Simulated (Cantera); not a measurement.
# Equilibrium for silicon oxide and oxynitride deposition: SiF4 + O2

Feed: 1 mol SiF4, 0.22 mol O2, held at 1798 K.

Equilibrium computed with Cantera from the NASA thermochemical tables; the gas is ideal and each condensed phase is pure. Candidate condensed phases: Si, SiO2; 17 gas species. The tables' values for SiF3, SiO2 are old estimates; treat these amounts as uncertain. Rates play no part.

| P (Pa) | log p SiF4 | log p O2 | log p O | log p F | log p SiF3 | log p SiO | log p SiO2 |
|---|---|---|---|---|---|---|---|
| 5 | -4.39 | -5.06 | -6.45 | -6.80 | -6.89 | -8.19 | -9.05 |
| 15 | -3.91 | -4.57 | -6.21 | -6.58 | -6.62 | -8.33 | -8.94 |
| 45 | -3.43 | -4.09 | -5.97 | -6.36 | -6.37 | -8.52 | -8.89 |
| 140 | -2.94 | -3.60 | -5.72 | -6.11 | -6.12 | -8.74 | -8.87 |
| 410 | -2.47 | -3.13 | -5.49 | -5.88 | -5.89 | -8.97 | -8.86 |
| 1200 | -2.01 | -2.67 | -5.26 | -5.65 | -5.65 | -9.20 | -8.86 |
| 3700 | -1.52 | -2.18 | -5.01 | -5.41 | -5.41 | -9.44 | -8.86 |
| 11000 | -1.05 | -1.70 | -4.77 | -5.17 | -5.17 | -9.68 | -8.86 |
| 33000 | -0.57 | -1.23 | -4.54 | -4.93 | -4.93 | -9.91 | -8.86 |
| 100000 | -0.09 | -0.74 | -4.30 | -4.69 | -4.69 | -10.16 | -8.86 |
log p: log10 of the partial pressure in bar; nothing condenses.

From 5.00 Pa to 1.00 bar nothing is condensed. The main Si-bearing gas is SiF4 throughout.
